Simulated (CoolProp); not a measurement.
Values from CoolProp's reference Helmholtz-energy equation of state, Leachman 2009.

Task: For normal hydrogen, give the phase and the cp (kJ/(kg K)), cv (kJ/(kg K)), viscosity (µPa s), conductivity (mW/(m K)) at 30.7 K and 77.7 kPa; 30.7 K and 529 kPa; 30.7 K and 13000 kPa.

Result: 
- 30.7 K and 77.7 kPa: gas; cp 10.7, cv 6.22, viscosity 1.56, conductivity 24.6
- 30.7 K and 529 kPa: gas; cp 14.7, cv 6.58, viscosity 1.62, conductivity 29.9
- 30.7 K and 13000 kPa: liquid; cp 10.1, cv 6.37, viscosity 14.2, conductivity 130

Viscosity comes from a separate model (Muzny 2013). Thermal conductivity comes from a separate model (Assael 2011).
